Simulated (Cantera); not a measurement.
Feed: 1 mol SiO2, 0.23 mol MgCl2, 0.12 mol O2, held at 1225 °C and 1 atm.

These are equilibrium values from Cantera (NASA tables, ideal gas, pure condensed phases), not measurements of a reactor. Candidate condensed phases: Mg, MgCl2, MgO, MgSiO3, Mg2SiO4, Si, SiO2; 20 gas species. Mutual solubility and eutectic melting of coexisting phases are not modelled. The tables hold silica as quartz up to 1696 K and as liquid above; real silica turns to tridymite and cristobalite and melts near 1996 K. Condensed phases not in the tables: alloys, solid solutions and most ternary compounds. Kinetics and transport are ignored.

Base state: Cl2 0.851, Cl 0.0528, MgCl2 0.0507, O2 0.0454, ClO 0.000279, SiCl4 1.11e-5 (mole fractions); condensed: MgSiO3(s) + SiO2(β-quartz).

Problem. What changes in the equilibrium state with this change: temperature from 1225 °C to 575 °C?

Solution. 
```json
[
 {"species": "Cl2", "before": "0.851", "after": "0.979"},
 {"species": "O2", "before": "0.0454", "after": "0.0213"},
 {"species": "Cl", "before": "0.0528", "after": "2.64e-5"},
 {"species": "MgCl2", "before": "0.0507", "after": "2.91e-8"},
 {"species": "SiCl4", "before": "1.11e-5", "after": "<1e-9"},
 {"species": "ClO", "before": "0.000279", "after": "3.90e-7"},
 {"species": "MgSiO3(s), mol", "before": "0.217", "after": "0.230"},
 {"species": "SiO2(β-quartz), mol", "before": "0.783", "after": "0.770"}
]
```
